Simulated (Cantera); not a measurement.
Feed: 1 mol SiH₂Cl₂, 1.2 mol HCl, 150 mol H₂, equilibrated at 1527 °C and 0.100 bar.

Cantera equilibrium calculation (NASA polynomials, part measured and part estimated; ideal gas, pure solids and liquids). Candidate condensed phases: Si; 19 gas species. The tables' values for SiCl are old estimates; treat these amounts as uncertain. Gases not in the tables: Si₂H₆ and higher silanes. Rates play no part.

Base state: H₂ 0.979, HCl 0.0186, H 0.00112, SiCl₂ 0.00110, Si 3.18e-5, SiH₂ 2.93e-5, SiCl 1.64e-5, Cl 1.63e-5 (mole fractions); condensed: Si(l).

What changes in the equilibrium state with this change: H₂ from 150 to 48 mol?


```csv
species,before,after
H₂,0.979,0.944
HCl,0.0186,0.0474
SiCl₂,0.00110,0.00737
SiCl₃,3.30e-6,5.75e-5
Cl,1.63e-5,4.23e-5
SiCl,1.64e-5,4.25e-5
SiH₂,2.93e-5,2.83e-5
"Si(l), mol",0.817,0.613
```
The tables' values for SiCl₃, SiCl are old estimates; treat these amounts as uncertain.
